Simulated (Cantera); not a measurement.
Charge: 1 mol CuF2, 0.85 mol H2, held at 1777 °C and 100 Torr.

These are equilibrium values from Cantera (NASA tables, ideal gas, pure condensed phases), not measurements of a reactor. Candidate condensed phases: Cu, CuF2; 15 gas species. The numbers say what is thermodynamically allowed, not how fast it happens.

Base state: HF 0.804, CuF 0.144, Cu 0.0508, H2 0.000972, Cu2 0.000248, CuF2 0.000197, H 0.000194, F 8.03e-5 (mole fractions); condensed: Cu(l).

Task: What changes in the equilibrium state with this change: H2 from 0.85 to 1.1 mol?

Result: 
```tsv
species	before	after
HF	0.804	0.872
H2	0.000972	0.0544
Cu	0.0508	0.0508
CuF	0.144	0.0209
CuF2	0.000197	4.15e-6
H	0.000194	0.00145
Cu(l), mol	0.588	0.838
```
